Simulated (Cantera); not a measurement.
**Low-pressure radical oxidation in H2/O2**

An isothermal, constant-pressure homogeneous reactor starts with H₂ : O₂ : N₂ : H₂O = 0.0074 : 1 : 0.4 : 0.056 (molar parts), equivalence ratio 0.0037, at 1175 K and 0.0133 bar.

Computed with Cantera and GRI-Mech 3.0 (53 species, 325 reactions). Radical loss at walls, strong at low pressure, is not modelled.

| t (s) | x H₂ | x O₂ | x H₂O₂ | x OH | x NO | x O |
|---|---|---|---|---|---|---|
| 2.00e-5 | 0.00506 | 0.683 | <1e-12 | 6.70e-12 | <1e-12 | 5.19e-12 |
| 0.000100 | 0.00506 | 0.683 | <1e-12 | 9.91e-11 | <1e-12 | 9.34e-11 |
| 0.000502 | 0.00506 | 0.683 | <1e-12 | 9.64e-10 | <1e-12 | 1.03e-9 |
| 0.00252 | 0.00506 | 0.683 | 2.49e-12 | 1.65e-8 | <1e-12 | 2.07e-8 |
| 0.0126 | 0.00450 | 0.683 | 6.15e-9 | 0.000263 | <1e-12 | 0.000360 |
| 0.0632 | 7.71e-5 | 0.680 | 5.91e-8 | 0.000807 | 2.64e-9 | 0.00227 |
| 0.317 | 1.57e-5 | 0.682 | 3.55e-8 | 0.000366 | 4.56e-9 | 0.000465 |
| 1.59 | 1.34e-6 | 0.682 | 9.96e-9 | 0.000108 | 5.06e-9 | 3.99e-5 |
| 7.96 | 1.27e-7 | 0.683 | 1.83e-9 | 3.34e-5 | 5.27e-9 | 3.84e-6 |
| 39.9 | 1.74e-8 | 0.683 | 3.34e-10 | 1.24e-5 | 5.38e-9 | 5.33e-7 |
| 200 | 4.16e-9 | 0.683 | 9.31e-11 | 6.09e-6 | 5.45e-9 | 1.28e-7 |
x: mole fraction; the columns are a selection and need not sum to one.

Equilibrium at this temperature and pressure: H₂ 3.43e-9, O₂ 0.682, H₂O₂ 7.90e-11, OH 5.53e-6, NO 0.000172, O 1.05e-7 (gas phase only).
